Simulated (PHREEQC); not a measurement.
Model water analysis in mg/L, 25 °C, pH 6.61, pe 9.7: Na 12.3; K 2.85; Ca 2.58; Mg 0.171; Cl 1.29; S(6) as SO4 18.4; Alkalinity as HCO3 21.9; Zn 0.0423; Cu(2) 0.00653; Pb 1.69.

Valence states are taken as typed.

All values are PHREEQC results (ion-association model, phreeqc.dat), not measurements.

Each row changes one thing in this solution. This is a speciation only: nothing precipitates in the calculation.

```tsv
case	HCO3- (mol/kgw)	CO2 (mol/kgw)	Mg+2 (mol/kgw)	Pb+2 (mol/kgw)	PbCO3 (mol/kgw)	CaSO4 (mol/kgw)	SI of Cerussite (PbCO3)	SI of Pb(OH)2 (Pb(OH)2)
as made	0.000351	0.000187	6.78e-6	3.45e-6	3.35e-6	1.58e-6	+0.42	-0.46
K from 2.85 to 8.55 mg/L	0.000351	0.000187	(withheld)	3.46e-6	3.34e-6	1.56e-6	+0.41	-0.46
pH from 6.61 to 7.61 at the same alkalinity	0.000342	1.82e-5	6.78e-6	7.06e-7	6.70e-6	1.58e-6	+0.72	+0.86
temperature from 25 to 30 °C at the same typed pH	0.000350	0.000177	6.75e-6	3.32e-6	3.54e-6	1.63e-6	+0.38	-0.30
pH from 6.61 to 6.91 at the same alkalinity	0.000348	9.29e-5	6.78e-6	2.41e-6	4.63e-6	1.58e-6	+0.56	-0.01
all concentrations times 4 at the same typed pH	0.00138	0.000714	2.53e-5	6.02e-6	1.97e-5	1.80e-5	(withheld)	-0.27
```

Question: Fill in the missing entries.

Answer: 
- K from 2.85 to 8.55 mg/L, Mg+2 (mol/kgw): 6.79e-6
- all concentrations times 4 at the same typed pH, SI of Cerussite (PbCO3): +1.18

Species that the database lacks are ignored. Some of these states are supersaturated (in Cerussite, Pb(OH)2, for instance). The database's constant for dissolved Cu(OH)2 is higher than later reviews accept. The database's zinc carbonate complexes are estimates, stronger than later reviews accept.
